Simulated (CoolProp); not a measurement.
Saturation properties of ethylene (Tc = 9.2 °C, pc = 5042 kPa, ω = 0.087).

Model: reference Helmholtz-energy equation of state, Smukala 2000, in CoolProp.

| T (°C) | p (kPa) | liquid density (kg/m³) | vapour density (kg/m³) | enthalpy of vaporisation (kJ/kg) | liquid cp (kJ/(kg K)) | surface tension (mN/m) |
|---|---|---|---|---|---|---|
| -59.35 | 771.8 | 497.9 | 14.12 | 404.9 | 2.635 | 9.10 |
| -56.35 | 857.6 | 492.5 | 15.66 | 398.3 | 2.665 | 8.64 |
| -53.35 | 950.2 | 487.0 | 17.34 | 391.5 | 2.698 | 8.18 |
| -50.35 | 1050 | 481.4 | 19.15 | 384.4 | 2.735 | 7.72 |
| -47.45 | 1153 | 475.9 | 21.06 | 377.3 | 2.774 | 7.28 |
| -44.45 | 1268 | 470.0 | 23.20 | 369.7 | 2.819 | 6.83 |
| -41.45 | 1390 | 463.9 | 25.52 | 361.8 | 2.869 | 6.39 |
| -38.45 | 1521 | 457.7 | 28.05 | 353.5 | 2.925 | 5.95 |
| -35.55 | 1655 | 451.4 | 30.70 | 345.1 | 2.986 | 5.53 |
| -32.55 | 1803 | 444.8 | 33.68 | 336.0 | 3.058 | 5.10 |
| -29.55 | 1961 | 437.8 | 36.94 | 326.5 | 3.140 | 4.67 |
| -26.55 | 2128 | 430.6 | 40.51 | 316.4 | 3.235 | 4.25 |
| -23.65 | 2299 | 423.3 | 44.28 | 306.1 | 3.343 | 3.85 |
| -20.65 | 2486 | 415.4 | 48.58 | 294.9 | 3.474 | 3.44 |
| -17.65 | 2685 | 407.0 | 53.34 | 282.8 | 3.633 | 3.04 |

It boils at -103.8 °C under 1 atm.

Surface tension comes from a separate correlation (Mulero 2012).
